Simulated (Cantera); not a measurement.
Standard-state values (1 bar) from the NASA 1993 polynomials, evaluated with Cantera. Values are per mole of reaction as written; species without (g) are pure solids or liquids, kept so even where they would boil at 1 bar.

10 C + Si(CH3)4(g) → 2 C6H6(g) + SiC2(g)

```tsv
T (K)	ΔH° (kJ)	ΔS° (J/K)	ΔG° (kJ)	log10 K
523	___	___	___	___
673	1062.7	346.1	829.8	-64.40
823	___	___	___	___
973	1058.0	340.4	726.8	-39.02
1123	1055.3	337.8	675.9	-31.44
1273	1052.3	335.3	625.5	-25.66
```

Question: Fill in the missing entries.

Answer: 
- 523, ΔH° (kJ): 1064.5
- 523, ΔS° (J/K): 349.0
- 523, ΔG° (kJ): 881.9
- 523, log10 K: -88.08
- 823, ΔH° (kJ): 1060.6
- 823, ΔS° (J/K): 343.3
- 823, ΔG° (kJ): 778.1
- 823, log10 K: -49.38
